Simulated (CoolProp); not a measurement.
A single-stage vapour-compression cycle with R507A: evaporating at 221.15 K (dew point), condensing at 244.15 K (bubble point), superheat 5 K, subcooling 5 K, compressor efficiency 0.85, no pressure losses. Each further row changes one setting.

The numbers come from the reference Helmholtz-energy equation of state, Lemmon 2003 in CoolProp. It is a pseudo-pure fit of the blend.

```
case                              cooling COP  pressure ratio  discharge temperature (K)  refrigerating effect (kJ/kg)  volumetric capacity (kJ/m³)
--------------------------------  -----------  --------------  -------------------------  ----------------------------  ---------------------------
as stated                                7.68            2.84                      260.4                           181                          774
evaporating temperature 226.15 K          [?]            2.22                        [?]                           185                          [?]
condensing temperature 239.15 K          10.0             [?]                      253.4                           188                          801
subcooling 10 K                          7.94            2.84                      260.4                           188                          800
superheat 15 K                           7.62            2.84                      270.8                           189                          768
compressor efficiency 0.75               6.77            2.84                        [?]                           181                          774
```

Task: Fill in the missing entries.

Result: 
- evaporating temperature 226.15 K, cooling COP: 10.2
- evaporating temperature 226.15 K, discharge temperature (K): 257.5
- evaporating temperature 226.15 K, volumetric capacity (kJ/m³): 993
- condensing temperature 239.15 K, pressure ratio: 2.31
- compressor efficiency 0.75, discharge temperature (K): 264.1
